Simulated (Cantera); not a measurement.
# CaCl2 + H2O + N2 (halide evaporation, hydrolysis and transport)

A closed system holds: 1 mol CaCl2, a varied amount of H2O, 8.6 mol N2, at 0.100 bar.

Cantera equilibrium calculation (NASA polynomials, part measured and part estimated; ideal gas, pure solids and liquids). Candidate condensed phases: Ca, CaCl2, CaO, Ca(OH)2, H2O, NH4Cl; 36 gas species. Mutual solubility and eutectic melting of coexisting phases are not modelled. Condensed phases not in the tables: oxide chlorides. Equilibrium is a limit: real reactors are often held back by kinetics, nucleation or transport.

Task: Map the stable condensed phases over T = 1548, 1598, 1648, 1698, 1748, 1798, 1848, 1898, 1948, 1998 K and n(H2O) in mol = 0.31, 0.39, 0.49, 0.61, 0.77, 0.97, 1.2, 1.5, 1.9, 2.4.

Result: 
```
T in K \ n(H2O) in mol
         0.31 0.39 0.49 0.61 0.77 0.97  1.2  1.5  1.9  2.4
   1998     A    A    A    A    A    A    A    A    A    A
   1948     A    A    A    A    A    A    A    A    A    A
   1898     A    A    A    A    A    A    A    A    A    A
   1848     A    A    A    A    A    A    A    A    A    A
   1798     A    A    A    A    A    A    A    A    A    A
   1748     A    A    A    A    A    A    A    A    A    A
   1698     A    A    A    A    A    A    A    A    A    A
   1648     A    A    A    A    A    A    A    A    A    A
   1598     B    B    B    B    B    A    A    A    A    A
   1548     B    B    B    B    B    B    B    B    B    A
```
A: CaO; B: CaCl2 + CaO.
